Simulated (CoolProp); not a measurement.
Properties of CHF3 (R23) along the isotherm 324.3 K (Tc = 299.3 K, pc = 4.832 MPa, ω = 0.263).

Model: reference Helmholtz-energy equation of state, Penoncello 2003, in CoolProp.

```tsv
p (MPa)	phase	speed of sound (m/s)	Joule-Thomson coefficient (K/MPa)	conductivity (mW/(m K))
0.268	gas	211.3	9.991	15.2
0.537	gas	209.2	10.02	15.6
0.805	gas	207.0	10.05	16.0
1.07	gas	204.8	10.08	16.3
1.34	gas	202.5	10.11	16.7
1.61	gas	200.2	10.13	17.1
1.88	gas	197.9	10.15	17.5
2.15	gas	195.5	10.16	17.9
2.42	gas	193.2	10.17	18.4
```

Thermal conductivity comes from a separate model (Shan 2000).
